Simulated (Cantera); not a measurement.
A closed system holds: 1 mol Cu, 24 mol CO2, 2.3 mol H2, equilibrated at 5.10 bar.

Cantera equilibrium calculation (NASA polynomials, part measured and part estimated; ideal gas, pure solids and liquids). Candidate condensed phases: C, C6H6, C7H8, C8H18, Cu, CuO, Cu(OH)2, Cu2O, H2O; 113 gas species. Equilibrium is a limit: real reactors are often held back by kinetics, nucleation or transport. All values below are at 998 K.

Base state: CO2 0.835, H2O 0.0771, CO 0.0771, H2 0.0103 (mole fractions); condensed: Cu(s).

Problem. What changes in the equilibrium state with this change: CO2 from 24 to 0.88 mol?

Solution. 
| species | before | after |
|---|---|---|
| H2 | 0.0103 | 0.447 |
| H2O | 0.0771 | 0.247 |
| CO | 0.0771 | 0.141 |
| CO2 | 0.835 | 0.112 |
| CH4 | 1.14e-6 | 0.0529 |
| Cu(s), mol | 1.00 | 1.00 |
